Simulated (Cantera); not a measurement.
**B2O3 + NH3 + H2 (boron, boron nitride and boron oxide)**

Input: 1 mol B2O3, 0.13 mol NH3, a varied amount of H2, equilibrated at 15.0 mbar.

Cantera equilibrium calculation (NASA polynomials, part measured and part estimated; ideal gas, pure solids and liquids). Candidate condensed phases: B, BN, B2O3, B3O3H3, H2O; 39 gas species. Mutual solubility and eutectic melting of coexisting phases are not modelled. Kinetics and transport are ignored.

Stable condensed phases:

```
T in K \ n(H2) in mol
         0.53  2.1  3.6  5.2  6.7  8.3  9.8   11
   2223     A    A    A    A    A    A    A    A
   2123     A    A    A    A    A    A    A    A
   2023     A    A    A    A    A    A    A    A
   1923     A    A    A    A    A    A    A    A
   1823     B    A    A    A    A    A    A    A
   1723     B    B    B    B    B    A    A    A
   1623     B    B    B    B    B    B    B    B
   1523     C    B    B    B    B    B    B    B
   1423     C    C    C    C    C    C    C    C
   1323     C    C    C    C    C    C    C    C
   1223     C    C    C    C    C    C    C    C
   1123     C    C    C    C    C    C    C    C
   1023     C    C    C    C    C    C    C    C
    923     C    C    C    C    C    C    C    C
```

A: gas only; B: B2O3; C: BN + B2O3.
